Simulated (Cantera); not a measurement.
Cantera run, input and output.

```python
import numpy as np
import cantera as ct

gas = ct.Solution("gri30.yaml")


def delay(T, t_max=10):
    gas.TPX = T, 55000, {'CH3OH': 1, 'O2': 3, 'N2': 10.2, 'H2O': 4.1, 'H2': 0.55}
    reactor = ct.IdealGasReactor(gas, clone=False)
    net = ct.ReactorNet([reactor])
    net.rtol, net.atol = 1e-8, 1e-16
    while net.time < t_max:
        t_old, T_old = net.time, reactor.T
        net.step()
        if reactor.T > T + 400:  # ignition: a rise of 400 K
            return t_old + (T + 400 - T_old) / (reactor.T - T_old) * (net.time - t_old)
    return np.nan


taus = []
for T in [1075, 1175, 1275, 1375, 1475, 1575, 1675]:
    taus.append(delay(T))
    print(f"T0 = {T:6g} K   tau = {taus[-1]:.4e} s")
```

Result:

```
T0 =   1075 K   tau = 7.5429e-02 s
T0 =   1175 K   tau = 1.3917e-02 s
T0 =   1275 K   tau = 3.1662e-03 s
T0 =   1375 K   tau = 8.8683e-04 s
T0 =   1475 K   tau = 3.0179e-04 s
T0 =   1575 K   tau = 1.2586e-04 s
T0 =   1675 K   tau = 6.5116e-05 s
```

Computed with Cantera and GRI-Mech 3.0 (53 species, 325 reactions). GRI-Mech 3.0 was tuned for natural gas; its chemistry of methanol as a main component is partial and can be far from experiment.
